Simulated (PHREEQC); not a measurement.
PHREEQC input (Pitzer model, pitzer.dat):

```
SOLUTION 1
  temp 30
  units mol/kgw
  pH 7 charge
  Cl 0.876
  Mg 0.073
  Sr 0.07
  Na 0.56
  Ca 0.015
END
USE solution 1
INCREMENTAL_REACTIONS false
REACTION 1
  H2O -1
  0 9.886 18.011 24.689 30.178 34.689 38.397 41.444
  43.949 46.007 47.699 49.089 50.232 51.172 51.944 52.578
  53.1 53.528 53.88 moles
EQUILIBRIUM_PHASES 1
  Bischofite 0 0
  Brucite 0 0
  Halite 0 0
  Portlandite 0 0
  MgCl2_4H2O 0 0
SELECTED_OUTPUT 1
  -reset false
  -pH true
  -pe true
  -ionic_strength true
  -water true
  -activities H2O
  -totals Ca Cl Mg Na Sr
  -molalities H+ Na+ Mg+2 Ca+2 Sr+2 Cl- OH- MgOH+
  -equilibrium_phases Bischofite Brucite Halite Portlandite MgCl2_4H2O
PRINT
  -reset false
END
```

Selected output (columns that matter, 18 of 19 rows; water left (kg) added in front):

```
water left (kg)	pH	mu	Ca	Cl	Mg	Na	Sr	m_H+	m_Na+	m_Mg+2	m_Ca+2	m_Sr+2	la_H2O	Halite
1	6.5763	1.034	0.015	0.876	0.073	0.56	0.07	2.9457e-07	0.56	0.073	0.015	0.07	-0.011584	0
0.821894	6.5281	1.2581	0.018251	1.0658	0.088819	0.68135	0.085169	3.1007e-07	0.68135	0.088819	0.018251	0.085169	-0.014278	0
0.675514	6.4694	1.5307	0.022205	1.2968	0.10807	0.829	0.10362	3.2845e-07	0.829	0.10807	0.022205	0.10362	-0.017669	0
0.555203	6.397	1.8624	0.027017	1.5778	0.13148	1.0086	0.12608	3.5116e-07	1.0086	0.13148	0.027017	0.12608	-0.021976	0
0.456313	6.3067	2.266	0.032872	1.9197	0.15998	1.2272	0.1534	3.8047e-07	1.2272	0.15998	0.032872	0.1534	-0.027504	0
0.375043	6.1932	2.757	0.039995	2.3357	0.19464	1.4932	0.18665	4.1995e-07	1.4932	0.19464	0.039995	0.18665	-0.034681	0
0.30824	6.0501	3.3545	0.048663	2.8419	0.23683	1.8168	0.2271	4.7519e-07	1.8168	0.23683	0.048663	0.2271	-0.044119	0
0.253345	5.8701	4.0814	0.059208	3.4577	0.28814	2.2104	0.2763	5.5484e-07	2.2104	0.28814	0.059208	0.2763	-0.056693	0
0.208215	5.6447	4.966	0.072041	4.2072	0.3506	2.6895	0.33619	6.7259e-07	2.6895	0.3506	0.072041	0.33619	-0.073675	0
0.140655	5.0217	7.3513	0.10664	6.228	0.519	3.9814	0.49767	1.1257e-06	3.9814	0.519	0.10664	0.49767	-0.12899	0
0.115613	4.8755	7.9181	0.12974	6.5515	0.63142	3.8182	0.60547	1.3302e-06	3.8182	0.63142	0.12974	0.60547	-0.13985	0.11857
0.0950203	4.7753	8.3455	0.15786	6.6827	0.76826	3.3571	0.73668	1.5286e-06	3.3571	0.76826	0.15786	0.73668	-0.14527	0.24101
0.0780853	4.654	8.8962	0.1921	6.8728	0.93488	2.8259	0.89646	1.7754e-06	2.8259	0.93487	0.1921	0.89646	-0.15327	0.33934
0.0641769	4.5003	9.6195	0.23373	7.1575	1.1375	2.2336	1.0907	2.0944e-06	2.2336	1.1375	0.23373	1.0907	-0.16556	0.41665
0.0527548	4.2952	10.593	0.28433	7.598	1.3838	1.608	1.3269	2.5311e-06	1.608	1.3838	0.28433	1.3269	-0.18537	0.47517
0.0433504	4.0073	11.941	0.34602	8.2961	1.684	1.0067	1.6147	3.1813e-06	1.0067	1.6839	0.34602	1.6147	-0.21881	0.51636
0.0356396	3.5955	13.819	0.42088	9.3857	2.0483	0.5191	1.9641	4.2351e-06	0.5191	2.0483	0.42088	1.9641	-0.27604	0.5415
0.0292979	3.0183	16.389	0.51198	10.996	2.4916	0.21014	2.3892	6.0591e-06	0.21014	2.4916	0.51198	2.3892	-0.37208	0.55384
```
